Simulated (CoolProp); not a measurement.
Vapour-liquid equilibrium of m-xylene (1) + o-xylene (2) at 321 K; x and y are mole fractions of (1).

The numbers come from the multi-fluid Helmholtz-energy mixture model, Zhou 2012 and Zhou 2012; pair parameters Bell 2016 in CoolProp.

| x | bubble pressure, mixture model (bar) | bubble pressure, Raoult's law (bar) | y, mixture model | y, Raoult's law |
|---|---|---|---|---|
| 0.05 | (withheld) | 0.03106 | 0.060 | 0.060 |
| 0.15 | 0.03167 | 0.03174 | 0.177 | 0.177 |
| 0.25 | 0.03236 | 0.03242 | 0.290 | 0.289 |
| 0.35 | 0.03306 | 0.03310 | 0.398 | 0.397 |
| 0.45 | 0.03378 | 0.03378 | 0.502 | 0.500 |
| 0.55 | (withheld) | 0.03446 | (withheld) | 0.599 |
| 0.65 | (withheld) | 0.03514 | 0.695 | 0.694 |
| 0.75 | (withheld) | 0.03582 | 0.786 | 0.786 |
| 0.85 | 0.03656 | 0.03650 | 0.873 | 0.874 |
| 0.95 | (withheld) | 0.03718 | 0.958 | 0.959 |

Question: Complete the blanks.

Answer: 
- 0.05, bubble pressure, mixture model (bar): 0.03102
- 0.55, bubble pressure, mixture model (bar): 0.03450
- 0.55, y, mixture model: 0.601
- 0.65, bubble pressure, mixture model (bar): 0.03520
- 0.75, bubble pressure, mixture model (bar): 0.03590
- 0.95, bubble pressure, mixture model (bar): 0.03721

The largest gap from Raoult's law is +0.2 % in bubble pressure, at x = 0.75. No azeotrope shows between x = 0.05 and 0.95.

The pair parameters rest on a limited set of measurements; away from them the model extrapolates.
